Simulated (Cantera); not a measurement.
A closed system holds: 1 mol SiF₄, 0.46 mol C₂H₄, 130 mol H₂, held at 2450 K and 2.20 mbar.

These are equilibrium values from Cantera (NASA tables, ideal gas, pure condensed phases), not measurements of a reactor. Candidate condensed phases: C, C₆H₆, C₇H₈, C₈H₁₈, Si, SiC; 113 gas species. The tables' values for SiF, SiF₂ are old estimates; treat these amounts as uncertain. The numbers say what is thermodynamically allowed, not how fast it happens.

Base state: H₂ 0.628, H 0.339, HF 0.0244, Si 0.00531, C₂H₂ (acetylene) 0.00222, SiC₂ 0.000482, SiF 0.000251, SiF₂ 8.49e-5 (mole fractions); condensed: gas only.

Q: What changes in the equilibrium state with this change: C₂H₄ from 0.46 to 0.012 mol?

A: 
```csv
species,before,after
H₂,0.628,0.629
H,0.339,0.340
HF,0.0244,0.0245
C₂H₂ (acetylene),0.00222,5.64e-5
Si,0.00531,0.00579
C₃,2.64e-5,1.06e-7
C₂H,7.74e-5,1.96e-6
SiC₂,0.000482,1.33e-5
C,2.39e-5,3.80e-6
```

Q: What changes in the equilibrium state with this change: SiF₄ replaced by SiH₂Cl₂?

A: 
```
species    before    after
-------  --------  -------
H₂          0.628    0.637
H           0.339    0.342
HCl             0  0.00894
HF         0.0244        0
Si        0.00531  0.00559
Cl              0  0.00340
SiF      0.000251        0
SiF₂      8.49e-5        0
```
The tables' values for SiCl are old estimates; treat these amounts as uncertain.

Q: What changes in the equilibrium state with this change: C₂H₄ from 0.46 to 0.0053 mol?

A: 
```tsv
species	before	after
H₂	0.628	0.629
H	0.339	0.340
HF	0.0244	0.0245
C₂H₂ (acetylene)	0.00222	2.44e-5
Si	0.00531	0.00580
C₃	2.64e-5	3.03e-8
C₂H	7.74e-5	8.49e-7
SiC₂	0.000482	5.77e-6
C	2.39e-5	2.50e-6
SiF₂	8.49e-5	9.35e-5
```
